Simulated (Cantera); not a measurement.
Feed: 1 mol SiHCl3, 35 mol N2, held at 56000 Pa.

Equilibrium computed with Cantera from the NASA thermochemical tables; the gas is ideal and each condensed phase is pure. Candidate condensed phases: NH4Cl, Si, Si3N4; 28 gas species. Rates play no part.

Q: Which condensed phases are stable at each of these points (T (K)): 1600, 1625, 1650, 1675, 1700, 1725, 1750, 1775, 1800, 1825, 1850, 1875, 1900, 1925?

A: 
```json
[
 {"T (K)": "1600", "condensed phases": "Si3N4(s)", "Si condensed (%)": "28.0"},
 {"T (K)": "1625", "condensed phases": "Si3N4(s)", "Si condensed (%)": "23.9"},
 {"T (K)": "1650", "condensed phases": "Si3N4(s)", "Si condensed (%)": "19.5"},
 {"T (K)": "1675", "condensed phases": "Si3N4(s)", "Si condensed (%)": "15.1"},
 {"T (K)": "1700", "condensed phases": "Si3N4(s)", "Si condensed (%)": "10.7"},
 {"T (K)": "1725", "condensed phases": "Si3N4(s)", "Si condensed (%)": "6.5"},
 {"T (K)": "1750", "condensed phases": "Si3N4(s)", "Si condensed (%)": "2.7"},
 {"T (K)": "1775", "condensed phases": "gas only", "Si condensed (%)": "0.0"},
 {"T (K)": "1800", "condensed phases": "gas only", "Si condensed (%)": "0.0"},
 {"T (K)": "1825", "condensed phases": "gas only", "Si condensed (%)": "0.0"},
 {"T (K)": "1850", "condensed phases": "gas only", "Si condensed (%)": "0.0"},
 {"T (K)": "1875", "condensed phases": "gas only", "Si condensed (%)": "0.0"},
 {"T (K)": "1900", "condensed phases": "gas only", "Si condensed (%)": "0.0"},
 {"T (K)": "1925", "condensed phases": "gas only", "Si condensed (%)": "0.0"}
]
```

From 1600 K to 1750 K the condensed part is Si3N4(s). From 1775 K to 1925 K nothing is condensed.
